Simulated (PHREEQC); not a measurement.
Dissolve 0.22 mol HNO3 and 0.15 mol NaCl per kg of water at 20 °C. Closed to the air; pH follows from the charge balance.

Equilibrium calculation in PHREEQC: ion-association model, phreeqc.dat.

```csv
quantity,before,after
pH,0.77,5.01
ionic strength (mol/kgw),0.370,0.785
```

**Question.** What was changed between the two runs?
(A) HNO3 replaced by Zn(NO3)2 at the same molality
(B) temperature from 20 to 55 °C
(C) HNO3 left out
(D) diluted 100-fold with water
(E) NaCl replaced by CdCl2 at the same molality

**Answer.** A, HNO3 replaced by Zn(NO3)2 at the same molality

This is a speciation only: nothing precipitates in the calculation. The ionic strength passes 0.7 mol/kgw, the rough limit of the ion-association models, in after.
